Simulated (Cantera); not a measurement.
A freely propagating, adiabatic, planar premixed flame of H2 : O2 : N2 = 1 : 0.781 : 2.94 (molar parts), equivalence ratio 0.64, unburnt at 550 K and 8.88 atm; mixture-averaged transport, grid criteria slope 0.08 and curve 0.16, no radiation.

Cantera simulation using the H2/O2 subset of GRI-Mech 3.0, which has no nitrogen chemistry; the numbers are that mechanism's predictions, not measurements. The hydrogen kinetics of GRI-Mech 3.0 are dated; newer H2 mechanisms differ, most at raised pressure. Burning velocities carry a grid error of a few per cent, more on coarse grids. Lean hydrogen flames are cellular in practice and burn faster than this planar one.

Predict: laminar burning velocity; thermal thickness; peak x(H); peak x(HO2); peak x(O); peak x(OH).


```
Item                          Value
------------------------  ---------
laminar burning velocity   150 cm/s
thermal thickness         0.0372 mm
peak x(H)                   0.00294
peak x(HO2)                0.000953
peak x(O)                   0.00285
peak x(OH)                  0.00712
```
